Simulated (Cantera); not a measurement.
A diamond (100) surface in a fixed gas of H2 with x(CH4) = 0.021, x(H) = 0.001, x(CH3) = 0.0011, at 1350 K; coverages are run to steady state.

Detailed kinetics in Cantera: the Harris–Goodwin 1993 mechanism for the reconstructed diamond (100) surface.

θ: site fractions in the mechanism's names (c6HH fully hydrogenated, c6H* and c6*H radical sites, c6** diradical, c6HM methylated).

```
P (Pa)  growth (µm/h)  θ c6HH  θ c6H*  θ c6*H  θ c6**    θ c6HM
------  -------------  ------  ------  ------  ------  --------
1300            0.553   0.413  0.0509   0.502  0.0296  0.000178
1800            0.925   0.413  0.0509   0.502  0.0292  0.000253
2500                …   0.413  0.0508   0.501  0.0289         …
3400             2.36   0.412  0.0508   0.501  0.0285  0.000500
4700                …   0.412  0.0507   0.500  0.0282         …
6600             5.80   0.412  0.0507   0.499  0.0279   0.00100
9200             8.90   0.412  0.0506   0.499  0.0276   0.00142
13000            13.8   0.411  0.0505   0.498  0.0274   0.00202
```

### Question
Some entries are withheld; supply them.

### Answer

- 2500, growth (µm/h): 1.52
- 2500, θ c6HM: 0.000360
- 4700, growth (µm/h): 3.70
- 4700, θ c6HM: 0.000704
